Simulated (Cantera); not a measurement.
**Equilibrium for chlorosilane synthesis and conversion: SiCl4 + HCl + H2**

Charge: 1 mol SiCl4, 2.9 mol HCl, 0.27 mol H2, held at 577 °C and 2.00 bar.

Method: chemical equilibrium by Gibbs-energy minimisation in Cantera with the NASA 1993 tables (ideal gas, pure condensed phases). Candidate condensed phases: Si; 19 gas species. The numbers say what is thermodynamically allowed, not how fast it happens.

```yaml
x(HCl): 0.695
x(SiCl4): 0.240
x(H2): 0.0647
x(SiHCl3): 3.70e-5
gas_amount: 4.170 mol
log10 activity of Si(s) (absent): -11.95
```
